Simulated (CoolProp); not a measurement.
Saturation properties of sulfur dioxide.

Model: reference Helmholtz-energy equation of state, Gao 2016, in CoolProp.

| T (K) | p (kPa) | liquid density (kg/m³) | vapour density (kg/m³) | liquid cp (kJ/(kg K)) | surface tension (mN/m) |
|---|---|---|---|---|---|
| 311.4 | 597.9 | 1329 | 16.28 | 1.415 | 19.1 |
| 321.5 | 803.4 | 1298 | 21.66 | 1.438 | 17.2 |
| 331.5 | 1055 | 1267 | 28.30 | 1.466 | 15.3 |
| 341.6 | 1366 | 1233 | 36.60 | 1.502 | 13.3 |
| 351.6 | 1736 | 1198 | 46.74 | 1.547 | 11.5 |
| 361.7 | 2180 | 1160 | 59.35 | 1.607 | 9.60 |
| 371.7 | 2698 | 1120 | 74.81 | 1.687 | 7.77 |
| 381.7 | 3302 | 1075 | 94.09 | 1.799 | 5.96 |

It boils at 263.1 K under 1 atm.

Surface tension comes from a separate correlation (Mulero 2012).
